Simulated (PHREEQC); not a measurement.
Solution (22 °C): 0.00028 mol/kgw NH4BF4. Closed to the air; pH follows from the charge balance.

All values are PHREEQC results (ion-association model, phreeqc.dat), not measurements.

- pH = 3.38
- ionic strength = 0.000709 mol/kgw
- specific conductance = 191 µS/cm
- total alkalinity = -0.840 meq/kg

```json
[
 {"species": "F-", "molality": "0.000704", "activity": "0.000683", "log γ": "-0.013"},
 {"species": "H+", "molality": "0.000429", "activity": "0.000416", "log γ": "-0.013"},
 {"species": "HF", "molality": "0.000404", "activity": "0.000404", "log γ": "0.000"},
 {"species": "NH4+", "molality": "0.000280", "activity": "0.000272", "log γ": "-0.013"},
 {"species": "H3BO3", "molality": "0.000276", "activity": "0.000276", "log γ": "0.000"},
 {"species": "BF2(OH)2-", "molality": "2.29e-6", "activity": "2.22e-6", "log γ": "-0.013"}
]
```

No solid was allowed to form. Real BF4- forms and hydrolyses slowly; the run takes it at equilibrium.
